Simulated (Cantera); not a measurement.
An isothermal plug-flow reactor at 1225 K and 0.987 atm (inlet), inlet velocity 0.13 m/s, active area per volume 320 1/m; feed 0.242 % CH4, 7.39 % O2, 91.2 % N2, 1.15 % H2O, equivalence ratio 0.066.

Model: Deutschmann's 1995 Pt surface mechanism with GRI-Mech 3.0 gas chemistry, integrated in Cantera. Catalytic surfaces can have several steady states; this one follows from the mechanism file's or the stated starting coverage. Mass transfer to the wall is taken as infinitely fast.

One state of this run: x CH4 = 2.41e-6; x O2 = 0.0691; x H2O = 0.0163; x CO2 = 0.00236; x CO = 7.62e-8; θ free Pt = 0.472; θ O* = 0.526; θ OH* = 0.00150. x: gas mole fraction; θ: surface coverage.

Task: Which value of z (m) does it belong to?
A. 0.00091
B. 0.00033
C. 0.0042
D. 0.00012

Result: C, 0.0042
